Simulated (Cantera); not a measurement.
An adiabatic, constant-volume homogeneous reactor starts with CO : H₂ : CH₄ : O₂ : N₂ = 1 : 0.085 : 0.35 : 1.38 : 4.97 (molar parts), equivalence ratio 0.90, at 1425 K and 18.0 bar. Integrator tolerance rtol = 1e-08.

Cantera simulation using GRI-Mech 3.0 (53 species, 325 reactions); the numbers are that mechanism's predictions, not measurements. The pressure lies above the range GRI-Mech 3.0 was tuned for (to about 10 atm). Above 3000 K some thermodynamic fits are extrapolated.

Task: What does this change do: initial temperature 1425 to 1748 K?

Result: 
| quantity | before | after |
|---|---|---|
| time of steepest temperature rise | 60.9 µs | 7.28 µs |
| temperature at 0.100 s | 3101 K | 3204 K |
| equilibrium temperature | 3101 K | 3204 K |
| x(CO) at 0.100 s | 0.0539 (gas-phase equilibrium 0.0539) | 0.0677 (gas-phase equilibrium 0.0677) |
| x(H₂) at 0.100 s | 0.00509 (gas-phase equilibrium 0.00509) | 0.00669 (gas-phase equilibrium 0.00669) |
| x(CH₄) at 0.100 s | <1e-12 (gas-phase equilibrium <1e-12) | <1e-12 (gas-phase equilibrium <1e-12) |
| x(HO₂) at 0.100 s | 2.93e-5 (gas-phase equilibrium 2.93e-5) | 3.51e-5 (gas-phase equilibrium 3.51e-5) |
| x(CH₂CO) at 0.100 s | <1e-12 (gas-phase equilibrium <1e-12) | <1e-12 (gas-phase equilibrium <1e-12) |
| x(O) at 0.100 s | 0.00466 (gas-phase equilibrium 0.00466) | 0.00735 (gas-phase equilibrium 0.00735) |
